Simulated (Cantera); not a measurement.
What does this Cantera script print?

```python
import numpy as np
import cantera as ct

gas_names = """
    C CO COS CO2 CS CS2 C2 C2O C3 C3O2 C4 C5 K KO K2 K2SO4 O O2 O3 S SO SO2 SO3 S2 S2O S8
""".split()
cond_names = """
    C(gr) K(cr) K(L) KO2(s) K2CO3(s) K2CO3(L) K2O(s) K2O2(s) K2S(1) K2S(2) K2S(3) K2S(L) K2SO4(a)
    K2SO4(b) K2SO4(L) S(cr1) S(cr2) S(L)
""".split()


# ... load() reads the species with a 1 bar reference pressure and builds the phases ...
atoms = {
    'K2SO4': {'K': 2, 'S': 1, 'O': 4},
    'CO2': {'C': 1, 'O': 2},
}
top_T = {'C(gr)': 4500, 'KO2(s)': 780, 'K2O(s)': 1000, 'K2O2(s)': 760}  # K; cautious upper limits of use, not melting points


# ... equilibrate(T, P, feed) seeds the gas with the atoms and calls Mixture.equilibrate('TP', solver="vcs", rtol=1e-11, max_steps=5000) ...
results = []
feed = {'K2SO4': 1, 'CO2': 0.036}  # mol
P = 170  # Pa
for T in [1598, 1648, 1698, 1748, 1798, 1848, 1898, 1948, 1998, 2048]:
    mix = equilibrate(T, P, feed)
    results.append((T, P, feed, dict(zip(mix.species_names, mix.species_moles))))
    x = sorted(zip(gas.X, gas.species_names), reverse=True)
    print(f"T = {T:g} K  P = {P:g} Pa  gas = {mix.phase_moles(0):.4g} mol")
    print("   x: " + "  ".join(f"{s} {v:.3e}" for v, s in x if v > 1e-06))
    print("   condensed (mol): " + ("  ".join(f"{mix.phase(i).name} {mix.phase_moles(i):.4g}"
          for i in range(1, mix.n_phases) if mix.phase_moles(i) > 1e-12) or "none"))
```

Result:

```
T = 1598 K  P = 170 Pa  gas = 0.1207 mol
   x: CO2 2.979e-01  K2SO4 2.867e-01  K 2.069e-01  SO2 1.037e-01  O2 1.036e-01  KO 5.609e-04  CO 4.359e-04  O 1.106e-04  SO3 3.219e-05  SO 1.211e-05
   condensed (mol): K2SO4(L) 0.9529
T = 1648 K  P = 170 Pa  gas = 2.21 mol
   x: K 3.533e-01  K2SO4 2.753e-01  SO2 1.771e-01  O2 1.765e-01  CO2 1.626e-02  KO 1.200e-03  O 2.580e-04  SO3 5.778e-05  CO 3.452e-05  SO 3.156e-05  K2 1.462e-06
   condensed (mol): none
T = 1698 K  P = 170 Pa  gas = 3.167 mol
   x: K 4.473e-01  SO2 2.243e-01  O2 2.234e-01  K2SO4 9.128e-02  CO2 1.133e-02  KO 1.646e-03  O 5.017e-04  SO 6.795e-05  SO3 6.716e-05  CO 3.900e-05  K2 2.047e-06
   condensed (mol): none
T = 1748 K  P = 170 Pa  gas = 3.825 mol
   x: K 4.846e-01  SO2 2.430e-01  O2 2.419e-01  K2SO4 1.826e-02  CO2 9.357e-03  KO 1.791e-03  O 8.747e-04  SO 1.303e-04  SO3 6.250e-05  CO 5.452e-05  K2 2.112e-06
   condensed (mol): none
T = 1798 K  P = 170 Pa  gas = 3.998 mol
   x: K 4.922e-01  SO2 2.467e-01  O2 2.455e-01  CO2 8.916e-03  K2SO4 3.145e-03  KO 1.771e-03  O 1.435e-03  SO 2.339e-04  CO 8.796e-05  SO3 5.336e-05  K2 1.926e-06
   condensed (mol): none
T = 1848 K  P = 170 Pa  gas = 4.031 mol
   x: K 4.933e-01  SO2 2.470e-01  O2 2.457e-01  CO2 8.787e-03  O 2.277e-03  KO 1.720e-03  K2SO4 5.672e-04  SO 4.041e-04  CO 1.435e-04  SO3 4.509e-05  K2 1.720e-06
   condensed (mol): none
T = 1898 K  P = 170 Pa  gas = 4.04 mol
   x: K 4.931e-01  SO2 2.467e-01  O2 2.452e-01  CO2 8.682e-03  O 3.523e-03  KO 1.666e-03  SO 6.773e-04  CO 2.288e-04  K2SO4 1.110e-04  SO3 3.829e-05  K2 1.536e-06
   condensed (mol): none
T = 1948 K  P = 170 Pa  gas = 4.046 mol
   x: K 4.926e-01  SO2 2.460e-01  O2 2.444e-01  CO2 8.543e-03  O 5.325e-03  KO 1.614e-03  SO 1.105e-03  CO 3.547e-04  SO3 3.272e-05  K2SO4 2.353e-05  S 1.728e-06  K2 1.376e-06
   condensed (mol): none
T = 1998 K  P = 170 Pa  gas = 4.053 mol
   x: K 4.918e-01  SO2 2.449e-01  O2 2.431e-01  CO2 8.348e-03  O 7.880e-03  SO 1.757e-03  KO 1.564e-03  CO 5.340e-04  SO3 2.813e-05  K2SO4 5.376e-06  S 4.229e-06  K2 1.236e-06
   condensed (mol): none
T = 2048 K  P = 170 Pa  gas = 4.063 mol
   x: K 4.907e-01  SO2 2.433e-01  O2 2.414e-01  O 1.143e-02  CO2 8.080e-03  SO 2.728e-03  KO 1.515e-03  CO 7.802e-04  SO3 2.428e-05  S 9.907e-06  K2SO4 1.313e-06  K2 1.113e-06
   condensed (mol): none
```

Cantera equilibrium calculation (NASA polynomials, part measured and part estimated; ideal gas, pure solids and liquids).
